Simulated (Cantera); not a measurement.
Feed: 1 mol SiCl₄, 0.58 mol Cl₂, 0.5 mol H₂, at 1448 K and 750 Torr.

Cantera equilibrium calculation (NASA polynomials, part measured and part estimated; ideal gas, pure solids and liquids). Candidate condensed phases: Si; 19 gas species. The tables' values for SiCl₃ are old estimates; treat these amounts as uncertain. The numbers say what is thermodynamically allowed, not how fast it happens.

Base state: HCl 0.479, SiCl₄ 0.479, Cl₂ 0.0346, Cl 0.00756, SiCl₃ 3.67e-5 (mole fractions); condensed: gas only.

**Question.** What changes in the equilibrium state with this change: Cl₂ from 0.58 to 2.8 mol?

**Answer.** 
| species | before | after |
|---|---|---|
| Cl₂ | 0.0346 | 0.513 |
| HCl | 0.479 | 0.229 |
| SiCl₄ | 0.479 | 0.229 |
| Cl | 0.00756 | 0.0291 |
| SiCl₃ | 3.67e-5 | 4.56e-6 |

**Question.** What changes in the equilibrium state with this change: temperature from 1448 K to 1700 K?

**Answer.** 
```tsv
species	before	after
HCl	0.479	0.473
SiCl₄	0.479	0.472
Cl	0.00756	0.0296
Cl₂	0.0346	0.0237
SiCl₃	3.67e-5	0.00115
```
